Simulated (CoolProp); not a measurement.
Normal hydrogen along the isotherm 37.1 K: fugacity coefficient from the reference equation and from simpler models built on Tc = 33.1 K, pc = 12.96 bar, ω = -0.219; each cubic takes its own stable root.

Model: reference Helmholtz-energy equation of state, Leachman 2009, in CoolProp.

```json
[
 {"p (bar)": "0.41", "phase": "gas", "reference": "0.9924", "van der Waals": "0.9929", "Redlich-Kwong": "0.9923", "Soave-Redlich-Kwong": "0.9918", "Peng-Robinson": "0.9907"},
 {"p (bar)": "0.777", "phase": "gas", "reference": "0.9857", "van der Waals": "0.9865", "Redlich-Kwong": "0.9854", "Soave-Redlich-Kwong": "0.9845", "Peng-Robinson": "0.9825"},
 {"p (bar)": "1.47", "phase": "gas", "reference": "0.9729", "van der Waals": "0.9746", "Redlich-Kwong": "0.9724", "Soave-Redlich-Kwong": "0.9709", "Peng-Robinson": "0.9670"},
 {"p (bar)": "2.79", "phase": "gas", "reference": "0.9488", "van der Waals": "0.9518", "Redlich-Kwong": "0.9480", "Soave-Redlich-Kwong": "0.9450", "Peng-Robinson": "0.9379"},
 {"p (bar)": "5.29", "phase": "gas", "reference": "0.9035", "van der Waals": "0.9091", "Redlich-Kwong": "0.9025", "Soave-Redlich-Kwong": "0.8969", "Peng-Robinson": "0.8842"},
 {"p (bar)": "10", "phase": "gas", "reference": "0.8197", "van der Waals": "0.8289", "Redlich-Kwong": "0.8193", "Soave-Redlich-Kwong": "0.8087", "Peng-Robinson": "0.7878"},
 {"p (bar)": "19", "phase": "supercritical", "reference": "0.6602", "van der Waals": "0.6721", "Redlich-Kwong": "0.6687", "Soave-Redlich-Kwong": "0.6454", "Peng-Robinson": "0.6162"},
 {"p (bar)": "36.1", "phase": "supercritical", "reference": "0.4545", "van der Waals": "0.4847", "Redlich-Kwong": "0.4789", "Soave-Redlich-Kwong": "0.4489", "Peng-Robinson": "0.4183"},
 {"p (bar)": "68.4", "phase": "supercritical", "reference": "0.3476", "van der Waals": "0.4044", "Redlich-Kwong": "0.3726", "Soave-Redlich-Kwong": "0.3446", "Peng-Robinson": "0.3096"},
 {"p (bar)": "130", "phase": "supercritical", "reference": "0.3372", "van der Waals": "0.4558", "Redlich-Kwong": "0.3606", "Soave-Redlich-Kwong": "0.3300", "Peng-Robinson": "0.2794"}
]
```
